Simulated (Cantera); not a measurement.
Input: 1 mol SiH₂Cl₂, 0.22 mol O₂, 15 mol N₂, held at 75.0 Torr.

Equilibrium computed with Cantera from the NASA thermochemical tables; the gas is ideal and each condensed phase is pure. Candidate condensed phases: H₂O, NH₄Cl, Si, SiO₂, Si₂N₂O, Si₃N₄; 47 gas species. N₂ is the only nitrogen source here; it is nearly inert below about 1500 K, so the nitride shown seldom forms there in practice. Kinetics and transport are ignored.

### Question
Which condensed phases are stable at each of these points (T (K)): 898, 1098, 1298, 1498, 1698, 1898, 2098?

### Answer
| T (K) | condensed phases | Si condensed (%) |
|---|---|---|
| 898 | Si₂N₂O(s) | 88.0 |
| 1098 | Si₂N₂O(s) | 88.0 |
| 1298 | Si₂N₂O(s) | 88.0 |
| 1498 | Si₂N₂O(s) | 88.0 |
| 1698 | Si₂N₂O(s) | 76.8 |
| 1898 | gas only | 0.0 |
| 2098 | gas only | 0.0 |

From 898 K to 1698 K the condensed part is Si₂N₂O(s). From 1898 K to 2098 K nothing is condensed.
